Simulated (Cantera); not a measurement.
Standard-state values (1 bar) from the NASA 1993 polynomials, evaluated with Cantera. Values are per mole of reaction as written; species without (g) are pure solids or liquids, kept so even where they would boil at 1 bar. The tables' values for C2F4, SiF2 are old estimates.

4 SiCl2(g) + C2F4(g) ⇌ 2 SiCl4(g) + 2 C + 2 SiF2(g)

```tsv
T (K)	ΔH° (kJ)	ΔS° (J/K)	ΔG° (kJ)	log10 K
2573	(withheld)	(withheld)	(withheld)	(withheld)
2673	-1128.2	-207.6	-573.3	11.20
2773	(withheld)	(withheld)	(withheld)	(withheld)
2873	-1124.1	-206.1	-531.9	9.67
2973	-1122.1	-205.4	-511.3	8.98
```

Problem. Complete the blanks.

Solution. 
- 2573, ΔH° (kJ): -1130.2
- 2573, ΔS° (J/K): -208.4
- 2573, ΔG° (kJ): -594.1
- 2573, log10 K: 12.06
- 2773, ΔH° (kJ): -1126.2
- 2773, ΔS° (J/K): -206.9
- 2773, ΔG° (kJ): -552.6
- 2773, log10 K: 10.41
